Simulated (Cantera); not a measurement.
An adiabatic, constant-volume homogeneous reactor starts with CH3OH : O2 : N2 : H2O = 1 : 0.682 : 2.56 : 0.29 (molar parts), equivalence ratio 2.2, at 1725 K and 80000 Pa. Integrator tolerance rtol = 1e-08.

Cantera simulation using GRI-Mech 3.0 (53 species, 325 reactions); the numbers are that mechanism's predictions, not measurements. GRI-Mech 3.0 was tuned for natural gas; its chemistry of methanol as a main component is partial and can be far from experiment.

Problem. What does this change do: O2 0.682 to 0.28 parts?

Solution. 
```
quantity                                                              before                                      after
---------------------------------  -----------------------------------------  -----------------------------------------
time of steepest temperature rise                                    26.0 µs                                    26.0 µs
temperature at 8.00 s                                                 2799 K                                     2093 K
equilibrium temperature                                               2799 K                                     2093 K
x(CH3OH) at 8.00 s                     <1e-12 (gas-phase equilibrium <1e-12)      <1e-12 (gas-phase equilibrium <1e-12)
x(O2) at 8.00 s                    0.000781 (gas-phase equilibrium 0.000781)    5.77e-8 (gas-phase equilibrium 5.77e-8)
x(H2O) at 8.00 s                         0.229 (gas-phase equilibrium 0.229)        0.129 (gas-phase equilibrium 0.129)
x(CO2) at 8.00 s                       0.0325 (gas-phase equilibrium 0.0325)      0.0157 (gas-phase equilibrium 0.0157)
x(C2H6) at 8.00 s                      <1e-12 (gas-phase equilibrium <1e-12)      <1e-12 (gas-phase equilibrium <1e-12)
x(CH3) at 8.00 s                   1.32e-11 (gas-phase equilibrium 1.53e-11)  9.20e-11 (gas-phase equilibrium 1.07e-10)
x(O) at 8.00 s                       0.00116 (gas-phase equilibrium 0.00116)    2.72e-7 (gas-phase equilibrium 2.72e-7)
```

Problem. What does this change do: pressure from 80000 Pa to 2800000 Pa?

Solution. 
```tsv
quantity	before	after
time of steepest temperature rise	26.0 µs	1.28 µs
temperature at 8.00 s	2799 K	2992 K
equilibrium temperature	2799 K	2992 K
x(CH3OH) at 8.00 s	<1e-12 (gas-phase equilibrium <1e-12)	8.11e-11 (gas-phase equilibrium 8.40e-11)
x(O2) at 8.00 s	0.000781 (gas-phase equilibrium 0.000781)	9.27e-5 (gas-phase equilibrium 9.27e-5)
x(H2O) at 8.00 s	0.229 (gas-phase equilibrium 0.229)	0.243 (gas-phase equilibrium 0.243)
x(CO2) at 8.00 s	0.0325 (gas-phase equilibrium 0.0325)	0.0324 (gas-phase equilibrium 0.0324)
x(C2H6) at 8.00 s	<1e-12 (gas-phase equilibrium <1e-12)	<1e-12 (gas-phase equilibrium <1e-12)
x(CH3) at 8.00 s	1.32e-11 (gas-phase equilibrium 1.53e-11)	3.13e-9 (gas-phase equilibrium 3.50e-9)
x(O) at 8.00 s	0.00116 (gas-phase equilibrium 0.00116)	0.000134 (gas-phase equilibrium 0.000134)
```
The pressure lies above the range GRI-Mech 3.0 was tuned for (to about 10 atm).
